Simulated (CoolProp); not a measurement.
Properties of R1234ze(E) along the isotherm 246.5 K.

Values from CoolProp's reference Helmholtz-energy equation of state, Thol 2016.

| p (MPa) | phase | density (kg/m³) | cp (kJ/(kg K)) | Joule-Thomson coefficient (K/MPa) | isothermal compressibility (1/MPa) |
|---|---|---|---|---|---|
| 0.00575 | gas | 0.3208 | 0.7912 | [?] | 174.4 |
| 0.0118 | gas | 0.6600 | 0.7928 | 34.37 | 85.19 |
| 0.0242 | gas | 1.361 | [?] | 34.63 | 41.78 |
| 0.0498 | gas | 2.834 | 0.8031 | 35.20 | 20.55 |
| 0.102 | liquid | [?] | [?] | -0.2976 | 0.001924 |
| 0.21 | liquid | 1315 | 1.269 | -0.2981 | 0.001920 |
| 0.431 | liquid | 1315 | 1.269 | -0.2990 | [?] |
| 0.885 | liquid | [?] | [?] | -0.3007 | [?] |
| 1.82 | liquid | 1319 | 1.265 | -0.3043 | 0.001858 |

**Question.** Fill in the missing entries.

**Answer.** 
- 0.00575, Joule-Thomson coefficient (K/MPa): 34.24
- 0.0242, cp (kJ/(kg K)): 0.7960
- 0.102, density (kg/m³): 1314
- 0.102, cp (kJ/(kg K)): 1.270
- 0.431, isothermal compressibility (1/MPa): 0.001911
- 0.885, density (kg/m³): 1316
- 0.885, cp (kJ/(kg K)): 1.268
- 0.885, isothermal compressibility (1/MPa): 0.001894
